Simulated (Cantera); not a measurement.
Feed: 1 mol Si3N4, 0.23 mol H2O, 2.6 mol H2, held at 1.40e-5 bar.

Equilibrium computed with Cantera from the NASA thermochemical tables; the gas is ideal and each condensed phase is pure. Candidate condensed phases: H2O, Si, SiO2, Si2N2O, Si3N4; 35 gas species. Mutual solubility and eutectic melting of coexisting phases are not modelled. Kinetics and transport are ignored. All values below are at 1275 K.

Base state: H2 0.973, N2 0.0264, H 0.000194, SiO 8.54e-5 (mole fractions); condensed: Si2N2O(s) + Si3N4(s).

Task: What changes in the equilibrium state with this change: 0.038 mol Cl2 added?

Result: 
| species | before | after |
|---|---|---|
| H2 | 0.973 | 0.948 |
| N2 | 0.0264 | 0.0268 |
| HCl | 0 | 0.0235 |
| SiCl2 | 0 | 0.00116 |
| H | 0.000194 | 0.000192 |
| SiO | 8.54e-5 | 8.50e-5 |
| Si2N2O(s), mol | 0.230 | 0.230 |
| Si3N4(s), mol | 0.847 | 0.846 |
Further candidate phases: NH4Cl.
